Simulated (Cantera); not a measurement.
A perfectly stirred reactor is fed with H2 : O2 = 0.13 : 1 (molar parts), equivalence ratio 0.065, at 0.00543 atm; it is held at 1350 K, and followed from long to short residence time.

Detailed kinetics in Cantera: the H2/O2 subset of GRI-Mech 3.0, which has no nitrogen chemistry. Radical loss at walls, strong at low pressure, is not modelled. The temperature is held fixed by assumption; the heat of reaction is taken as removed at once.

What does this change do: pressure from 0.00543 atm to 0.00118 atm?


```tsv
quantity	before	after
x(H2) at τ = 1.20 s	0.000955	0.00317
x(O2) at τ = 1.20 s	0.862	0.818
x(O) at τ = 1.20 s	0.0136	0.0513
x(H2O2) at τ = 1.20 s	4.98e-8	1.36e-8
x(OH) at τ = 1.20 s	0.00525	0.00952
x(H2) at τ = 27.0 ms	0.00445	0.00801
x(O2) at τ = 27.0 ms	0.811	0.806
x(O) at τ = 27.0 ms	0.0566	0.0597
x(H2O2) at τ = 27.0 ms	6.34e-8	1.60e-8
x(OH) at τ = 27.0 ms	0.0103	0.0118
```

What does this change do: pressure from 0.00543 atm to 0.0132 atm?


```tsv
quantity	before	after
x(H2) at τ = 1.20 s	0.000955	0.000358
x(O2) at τ = 1.20 s	0.862	0.872
x(O) at τ = 1.20 s	0.0136	0.00447
x(H2O2) at τ = 1.20 s	4.98e-8	7.89e-8
x(OH) at τ = 1.20 s	0.00525	0.00305
x(H2) at τ = 27.0 ms	0.00445	0.00294
x(O2) at τ = 27.0 ms	0.811	0.835
x(O) at τ = 27.0 ms	0.0566	0.0370
x(H2O2) at τ = 27.0 ms	6.34e-8	1.49e-7
x(OH) at τ = 27.0 ms	0.0103	0.00855
```
